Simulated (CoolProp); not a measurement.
Saturation properties of diethyl ether (Tc = 194.7 °C, pc = 3.717 MPa, ω = 0.282).

Model: reference Helmholtz-energy equation of state, Thol 2014, in CoolProp.

```json
[
 {"T (°C)": "99.15", "p (MPa)": "0.6416", "liquid density (kg/m³)": "610.6", "vapour density (kg/m³)": "18.24", "liquid cp (kJ/(kg K))": "2.660", "surface tension (mN/m)": "8.07"},
 {"T (°C)": "105.55", "p (MPa)": "0.7413", "liquid density (kg/m³)": "600.7", "vapour density (kg/m³)": "21.12", "liquid cp (kJ/(kg K))": "2.698", "surface tension (mN/m)": "7.39"},
 {"T (°C)": "111.95", "p (MPa)": "0.8520", "liquid density (kg/m³)": "590.4", "vapour density (kg/m³)": "24.39", "liquid cp (kJ/(kg K))": "2.740", "surface tension (mN/m)": "6.72"},
 {"T (°C)": "118.45", "p (MPa)": "0.9766", "liquid density (kg/m³)": "579.5", "vapour density (kg/m³)": "28.15", "liquid cp (kJ/(kg K))": "2.787", "surface tension (mN/m)": "6.05"},
 {"T (°C)": "124.85", "p (MPa)": "1.112", "liquid density (kg/m³)": "568.3", "vapour density (kg/m³)": "32.36", "liquid cp (kJ/(kg K))": "[?]", "surface tension (mN/m)": "5.41"},
 {"T (°C)": "131.25", "p (MPa)": "1.261", "liquid density (kg/m³)": "556.6", "vapour density (kg/m³)": "37.15", "liquid cp (kJ/(kg K))": "2.895", "surface tension (mN/m)": "4.77"},
 {"T (°C)": "137.65", "p (MPa)": "1.424", "liquid density (kg/m³)": "544.2", "vapour density (kg/m³)": "42.63", "liquid cp (kJ/(kg K))": "2.961", "surface tension (mN/m)": "4.16"},
 {"T (°C)": "144.05", "p (MPa)": "[?]", "liquid density (kg/m³)": "531.0", "vapour density (kg/m³)": "48.94", "liquid cp (kJ/(kg K))": "3.040", "surface tension (mN/m)": "3.56"},
 {"T (°C)": "150.55", "p (MPa)": "1.800", "liquid density (kg/m³)": "516.7", "vapour density (kg/m³)": "56.39", "liquid cp (kJ/(kg K))": "3.138", "surface tension (mN/m)": "2.97"},
 {"T (°C)": "156.95", "p (MPa)": "2.013", "liquid density (kg/m³)": "[?]", "vapour density (kg/m³)": "65.02", "liquid cp (kJ/(kg K))": "3.262", "surface tension (mN/m)": "2.41"},
 {"T (°C)": "163.35", "p (MPa)": "2.245", "liquid density (kg/m³)": "484.5", "vapour density (kg/m³)": "75.34", "liquid cp (kJ/(kg K))": "3.431", "surface tension (mN/m)": "1.88"},
 {"T (°C)": "169.75", "p (MPa)": "2.496", "liquid density (kg/m³)": "465.5", "vapour density (kg/m³)": "87.98", "liquid cp (kJ/(kg K))": "3.682", "surface tension (mN/m)": "1.37"},
 {"T (°C)": "176.15", "p (MPa)": "2.771", "liquid density (kg/m³)": "443.1", "vapour density (kg/m³)": "104.0", "liquid cp (kJ/(kg K))": "4.106", "surface tension (mN/m)": "0.909"},
 {"T (°C)": "182.65", "p (MPa)": "3.074", "liquid density (kg/m³)": "414.6", "vapour density (kg/m³)": "126.1", "liquid cp (kJ/(kg K))": "5.035", "surface tension (mN/m)": "0.488"}
]
```

Question: Some entries are withheld; supply them.

Answer: 
- 124.85, liquid cp (kJ/(kg K)): 2.838
- 144.05, p (MPa): 1.602
- 156.95, liquid density (kg/m³): 501.4

It boils at 34.5 °C under 1 atm.

Surface tension comes from a separate correlation (Mulero 2014).
